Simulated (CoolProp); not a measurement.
n-nonane along the isotherm 326.85 °C: Z from the reference equation and from simpler models built on Tc = 321.4 °C, pc = 2.282 MPa, ω = 0.443; each cubic takes its own stable root.

Computed with CoolProp (reference Helmholtz-energy equation of state, Lemmon 2006). It is a short technical equation, of lower accuracy than the large ones.

| p (MPa) | phase | reference | Pitzer virial | Peng-Robinson |
|---|---|---|---|---|
| 0.104 | gas | 0.9844 | 0.9844 | 0.9831 |
| 0.207 | gas | 0.9686 | 0.9690 | 0.9661 |
| 0.311 | gas | 0.9523 | 0.9535 | 0.9487 |
| 0.415 | gas | 0.9355 | 0.9379 | 0.9309 |
| 0.519 | gas | 0.9183 | 0.9223 | 0.9128 |
| 0.622 | gas | 0.9007 | 0.9069 | 0.8945 |
| 0.726 | gas | 0.8824 | 0.8913 | 0.8756 |
| 0.83 | gas | 0.8635 | 0.8758 | 0.8563 |
| 0.934 | gas | 0.8439 | 0.8602 | 0.8365 |
| 1.04 | gas | 0.8232 | 0.8444 | 0.8158 |
| 1.14 | gas | 0.8029 | 0.8294 | 0.7957 |
